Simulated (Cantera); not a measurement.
Charge: 1 mol SiH2Cl2, 44 mol N2, equilibrated at 2098.15 K and 0.190 bar.

Method: chemical equilibrium by Gibbs-energy minimisation in Cantera with the NASA 1993 tables (ideal gas, pure condensed phases). Candidate condensed phases: NH4Cl, Si, Si3N4; 28 gas species. The tables' values for SiCl, SiCl3, SiN are old estimates; treat these amounts as uncertain. Rates play no part.

Base state: N2 0.955, H2 0.0159, SiCl2 0.0157, HCl 0.0108, H 0.000890, Si 0.000688, SiCl 0.000486, Cl 0.000445 (mole fractions); condensed: Si(l).

What changes in the equilibrium state with this change: SiH2Cl2 replaced by trisilylamine?


```
species       before     after
----------  --------  --------
N2             0.955     0.906
H2            0.0159    0.0906
H           0.000890   0.00213
SiCl2         0.0157         0
HCl           0.0108         0
Si          0.000688  0.000688
SiCl        0.000486         0
Cl          0.000445         0
SiCl3        9.69e-5         0
SiH2         2.87e-6   1.64e-5
SiH          2.06e-5   4.92e-5
Si(l), mol     0.206      2.95
```
The feed counts by its element totals alone. The tables' values for SiN are old estimates; treat these amounts as uncertain. Gases not in the tables: Si2H6 and higher silanes.
